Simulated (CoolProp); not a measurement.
Vapour-liquid equilibrium of R134a (1) + R123 (2) at -17.95 °C; x and y are mole fractions of (1).

Computed with CoolProp (multi-fluid Helmholtz-energy mixture model, Tillner-Roth 1994 and Younglove 1994; pair parameters Bell 2016).

| x | bubble pressure (MPa) | y at the bubble point | dew pressure at overall composition x (MPa) | liquid density (mol/L) |
|---|---|---|---|---|
| 0.05 | (withheld) | 0.439 | 0.01407 | 10.38 |
| 0.15 | 0.04089 | 0.714 | 0.01562 | 10.63 |
| 0.25 | (withheld) | 0.816 | 0.01755 | 10.88 |
| 0.35 | 0.07187 | 0.869 | 0.02002 | 11.15 |
| 0.45 | 0.08480 | 0.902 | (withheld) | 11.42 |
| 0.55 | (withheld) | 0.925 | (withheld) | 11.71 |
| 0.65 | 0.1070 | 0.943 | (withheld) | (withheld) |
| 0.75 | 0.1173 | 0.959 | 0.04547 | 12.34 |
| 0.85 | 0.1277 | 0.975 | 0.06598 | (withheld) |
| 0.95 | 0.1388 | 0.991 | 0.1114 | 13.06 |

Problem. Complete the blanks.

Solution. 
- 0.05, bubble pressure (MPa): 0.02289
- 0.25, bubble pressure (MPa): 0.05728
- 0.45, dew pressure at overall composition x (MPa): 0.02329
- 0.55, bubble pressure (MPa): 0.09636
- 0.55, dew pressure at overall composition x (MPa): 0.02783
- 0.65, dew pressure at overall composition x (MPa): 0.03455
- 0.65, liquid density (mol/L): 12.02
- 0.85, liquid density (mol/L): 12.69

No azeotrope shows between x = 0.05 and 0.95.

The pair parameters rest on a limited set of measurements; away from them the model extrapolates.
